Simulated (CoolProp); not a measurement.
Vapour-liquid equilibrium of n-hexane (1) + hexamethyldisiloxane (MM) (2) at 0.00995 MPa; x and y are mole fractions of (1).

The numbers come from the multi-fluid Helmholtz-energy mixture model, Thol 2019 and Thol 2016; pair parameters Bell 2016 in CoolProp.

```csv
x,"bubble temperature, mixture model (K)","bubble temperature, Raoult's law (K)","y, mixture model","y, Raoult's law"
0.05,308.1,307.7,0.136,0.151
0.2,302.8,301.5,0.432,0.469
0.35,298.3,296.6,0.631,0.663
0.5,294.2,292.6,0.775,0.790
0.65,290.3,289.1,0.878,0.878
0.8,286.8,286.2,0.947,0.941
0.95,283.8,283.7,0.990,0.987
```

The largest gap from Raoult's law is +1.7 K in bubble temperature, at x = 0.35. No azeotrope shows between x = 0.05 and 0.95.

Pair parameters are fitted to limited data, so mixtures are less certain than the pure fluids.
